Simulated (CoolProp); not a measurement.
R410A along the isobar 59.2 bar: fugacity coefficient from the reference equation and from simpler models built on Tc = 71.3 °C, pc = 49.01 bar, ω = 0.296; each cubic takes its own stable root.

Values from CoolProp's reference Helmholtz-energy equation of state, Lemmon 2003. It is a pseudo-pure fit of the blend.

```json
[
 {"T (°C)": "53.55", "phase": "liquid", "reference": "0.4262", "Soave-Redlich-Kwong": "0.4541", "Peng-Robinson": "0.4360"},
 {"T (°C)": "63.15", "phase": "liquid", "reference": "0.4934", "Soave-Redlich-Kwong": "0.5221", "Peng-Robinson": "0.5016"},
 {"T (°C)": "72.75", "phase": "supercritical", "reference": "0.5611", "Soave-Redlich-Kwong": "0.5881", "Peng-Robinson": "…"},
 {"T (°C)": "82.45", "phase": "supercritical", "reference": "0.6219", "Soave-Redlich-Kwong": "0.6445", "Peng-Robinson": "0.6196"},
 {"T (°C)": "92.05", "phase": "supercritical", "reference": "0.6624", "Soave-Redlich-Kwong": "0.6833", "Peng-Robinson": "0.6573"},
 {"T (°C)": "101.75", "phase": "supercritical", "reference": "…", "Soave-Redlich-Kwong": "0.7149", "Peng-Robinson": "0.6883"},
 {"T (°C)": "111.35", "phase": "supercritical", "reference": "…", "Soave-Redlich-Kwong": "0.7419", "Peng-Robinson": "0.7150"},
 {"T (°C)": "120.95", "phase": "supercritical", "reference": "…", "Soave-Redlich-Kwong": "0.7658", "Peng-Robinson": "0.7388"},
 {"T (°C)": "130.65", "phase": "supercritical", "reference": "0.7688", "Soave-Redlich-Kwong": "…", "Peng-Robinson": "0.7604"},
 {"T (°C)": "140.25", "phase": "supercritical", "reference": "0.7881", "Soave-Redlich-Kwong": "0.8067", "Peng-Robinson": "…"},
 {"T (°C)": "149.95", "phase": "supercritical", "reference": "…", "Soave-Redlich-Kwong": "0.8244", "Peng-Robinson": "0.7975"},
 {"T (°C)": "159.55", "phase": "supercritical", "reference": "0.8213", "Soave-Redlich-Kwong": "0.8403", "Peng-Robinson": "0.8137"},
 {"T (°C)": "169.15", "phase": "supercritical", "reference": "0.8355", "Soave-Redlich-Kwong": "…", "Peng-Robinson": "0.8284"},
 {"T (°C)": "178.85", "phase": "supercritical", "reference": "0.8486", "Soave-Redlich-Kwong": "0.8683", "Peng-Robinson": "0.8422"}
]
```

**Question.** Complete the blanks.

**Answer.** 
- 72.75, Peng-Robinson: 0.5653
- 101.75, reference: 0.6951
- 111.35, reference: 0.7228
- 120.95, reference: 0.7471
- 130.65, Soave-Redlich-Kwong: 0.7874
- 140.25, Peng-Robinson: 0.7797
- 149.95, reference: 0.8056
- 169.15, Soave-Redlich-Kwong: 0.8549
